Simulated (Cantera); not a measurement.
Input: 1 mol C6H6, 0.083 mol O2, 0.34 mol H2, equilibrated at 0.0510 bar.

Method: chemical equilibrium by Gibbs-energy minimisation in Cantera with the NASA 1993 tables (ideal gas, pure condensed phases). Candidate condensed phases: C, C6H6, C7H8, C8H18, H2O; 110 gas species. The numbers say what is thermodynamically allowed, not how fast it happens.

Over these rows the condensed part is C(graphite). Partial pressures as log10 of bar:

```csv
T (K),1000/T (1/K),log p CO2,log p H2,log p CO
748,1.3369,-3.84,-1.37,-3.31
848,1.1792,-4.15,-1.33,-2.75
948,1.0549,-5.03,-1.32,-2.64
1048,0.9542,-5.89,-1.31,-2.62
1148,0.8711,-6.63,-1.31,-2.62
1248,0.8013,?,-1.31,-2.62
```

**Question.** Fit log p(CO2) = a + b·(1000/T) to the five rows, give the apparent enthalpy, and predict the row at 1248 K.

**Answer.** Means: 1000/T = 1.0793, log p = -5.108. Sxy = 0.835146, Sxx = 0.1359304, so b = 6.14 and a = -5.108 − (6.14)×1.0793 = -11.73.
Apparent enthalpy: −19.145 × (6.14) = -118 kJ/mol. With the condensed phases at unit activity, 2 CO(g) = CO2(g) + C(graphite) links this pressure to the main gases: over the six rows their terms move log p by +1.38 in all, so the slope isn't that reaction's ΔH° alone. The five rows lie within 0.34 of the line; that is curvature, so one enthalpy describes this range poorly.
Prediction at 1248 K: -11.73 + (6.14)×0.8013 = -6.81. The computed value is -7.24, 0.43 from the line.
